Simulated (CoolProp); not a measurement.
A Linde-Hampson liquefier for dry air: isothermal reversible compression at 300 K from 1 atm to 10 MPa, throttling to 1 atm, return gas leaving the recuperator 5 K below the feed. Each further row changes one setting.

Values from CoolProp's reference Helmholtz-energy equation of state, Lemmon 2000. It is a pseudo-pure fit of the blend.

```csv
case,liquid yield per pass,compression work (kJ/kg of gas)
as stated,0.036,394
high pressure 20 MPa,[?],[?]
warm-end temperature 330 K,0.024,[?]
warm-end gap 10 K,0.024,394
```

Q: Some entries are withheld; supply them.

A: 
- high pressure 20 MPa, liquid yield per pass: 0.070
- high pressure 20 MPa, compression work (kJ/kg of gas): 454
- warm-end temperature 330 K, compression work (kJ/kg of gas): 435
